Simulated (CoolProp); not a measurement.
Vapour-liquid equilibrium of cyclohexane (1) + toluene (2) at 8.44 bar; x and y are mole fractions of (1).

Values from CoolProp's multi-fluid Helmholtz-energy mixture model, Zhou 2014 and Lemmon 2006; pair parameters Bell 2016.

| x | bubble temperature (K) | y at the bubble point | dew temperature at overall composition x (K) | liquid density (mol/L) |
|---|---|---|---|---|
| 0.05 | 477.0 | 0.087 | 478.2 | 7.255 |
| 0.2 | 469.3 | 0.307 | … | 7.285 |
| 0.35 | … | … | … | 7.301 |
| 0.5 | 457.8 | 0.623 | 462.3 | 7.308 |
| 0.65 | 453.4 | 0.746 | 456.8 | 7.310 |
| 0.8 | 449.7 | … | 451.5 | 7.312 |
| 0.95 | … | 0.964 | 446.8 | 7.316 |

Task: Fill in the missing entries.

Result: 
- 0.2, dew temperature at overall composition x (K): 473.1
- 0.35, bubble temperature (K): 463.0
- 0.35, y at the bubble point: 0.481
- 0.35, dew temperature at overall composition x (K): 467.8
- 0.8, y at the bubble point: 0.857
- 0.95, bubble temperature (K): 446.4

No azeotrope shows between x = 0.05 and 0.95.

The pair parameters rest on a limited set of measurements; away from them the model extrapolates.
